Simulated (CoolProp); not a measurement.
Aqueous potassium acetate as a coolant, at 2 °C, 1 atm.

Computed with CoolProp (Melinder's fits for secondary coolants).

```csv
mass %,freezing point (°C),density (kg/m³),conductivity (W/(m K)),Prandtl number,viscosity (mPa s)
3.7,-1.4,1023,0.556,13.3,1.82
8.4,-3.7,1047,0.542,14.5,2.04
13.1,-6.3,1071,0.527,16.0,2.29
17.8,-9.5,1095,0.513,17.9,2.59
22.5,-13.5,1121,0.499,20.4,2.97
27.2,-19.0,1149,0.485,23.6,3.49
31.9,-26.2,1176,0.472,27.9,4.19
36.6,-35.1,1204,0.459,33.8,5.16
```
